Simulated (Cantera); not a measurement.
Charge: 1 mol MgO, 41 mol HBr, 32 mol H2, equilibrated at 10000 Pa.

Equilibrium computed with Cantera from the NASA thermochemical tables; the gas is ideal and each condensed phase is pure. Candidate condensed phases: Br2, H2O, Mg, MgBr2, MgO, Mg(OH)2; 20 gas species. Rates play no part.

**Question.** What share of the Mg ends up in condensed phases as a function of T (°C), at 450, 550, 650, 750, 850, 950, 1050, 1150, 1250, 1350?

**Answer.** 
| T (°C) | Mg condensed (%) | as |
|---|---|---|
| 450 | 100.0 | MgBr2(s) |
| 550 | 98.8 | MgBr2(s) |
| 650 | 67.1 | MgBr2(s) + MgO(s) |
| 750 | 20.3 | MgO(s) |
| 850 | 0.0 | - |
| 950 | 0.0 | - |
| 1050 | 0.0 | - |
| 1150 | 0.0 | - |
| 1250 | 0.0 | - |
| 1350 | 0.0 | - |
